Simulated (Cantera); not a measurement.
A Cantera script and what it prints.

```python
import numpy as np
import cantera as ct

gas_names = """
    H HO2 H2 H2O H2O2 O OH O2 O3 Si SiH SiH2 SiH3 SiH4 SiO SiO2 Si2 Si3
""".split()
cond_names = """
    H2O(s) H2O(L) Si(cr) Si(L) SiO2(Lqz) SiO2(hqz) SiO2(L)
""".split()


def load(file, names, dense=False):
    # The tables refer to 1 bar. Condensed volumes are neglected.
    table = {s.name: s for s in ct.Species.list_from_file(file)}
    out = []
    for n in names:
        d = dict(table[n].input_data)
        d["thermo"] = dict(d["thermo"], **{"reference-pressure": 1e5})
        if dense:
            d["equation-of-state"] = {"model": "constant-volume", "density": "1e6 g/cm^3"}
        out.append(ct.Species.from_dict(d))
    return out


gas = ct.Solution(thermo="ideal-gas", species=load("nasa_gas.yaml", gas_names))
cond = {s.name: ct.Solution(thermo="fixed-stoichiometry", species=[s], name=s.name)
        for s in load("nasa_condensed.yaml", cond_names, dense=True)}
atoms = {
    'Si': {'Si': 1},
    'O2': {'O': 2},
    'H2': {'H': 2},
}
top_T = {}  # K; cautious upper limits of use, not melting points


def equilibrate(T, P, feed):
    n = {}
    for name, mol in feed.items():
        for a, k in atoms[name].items():
            n[a] = n.get(a, 0.0) + k * mol
    gas.TPX = T, P, n
    mass = sum(n.values()) * gas.mean_molecular_weight
    gas.equilibrate("TP")
    valid = [c for c in cond.values() if c.min_temp <= T <= top_T.get(c.name, c.max_temp)]
    mix = ct.Mixture([(gas, mass / gas.mean_molecular_weight)] + [(c, 0.0) for c in valid])
    mix.T, mix.P = T, P
    mix.equilibrate("TP", solver="vcs", rtol=1e-11, max_steps=5000)
    return mix


results = []
feed = {'Si': 1, 'O2': 0.0039, 'H2': 70}  # mol
T = 950  # K
P = 130  # Pa
mix = equilibrate(T, P, feed)
results.append((T, P, feed, dict(zip(mix.species_names, mix.species_moles))))
x = sorted(zip(gas.X, gas.species_names), reverse=True)
print(f"T = {T:g} K  P = {P:g} Pa  gas = {mix.phase_moles(0):.4g} mol")
print("   x: " + "  ".join(f"{s} {v:.3e}" for v, s in x if v > 1e-05))
print("   condensed (mol): " + ("  ".join(f"{mix.phase(i).name} {mix.phase_moles(i):.4g}"
      for i in range(1, mix.n_phases) if mix.phase_moles(i) > 1e-12) or "none"))
```

It prints:

```
T = 950 K  P = 130 Pa  gas = 70 mol
   x: H2 1.000e+00
   condensed (mol): Si(cr) 0.9961  SiO2(hqz) 0.003898
```

Cantera equilibrium calculation (NASA polynomials, part measured and part estimated; ideal gas, pure solids and liquids).
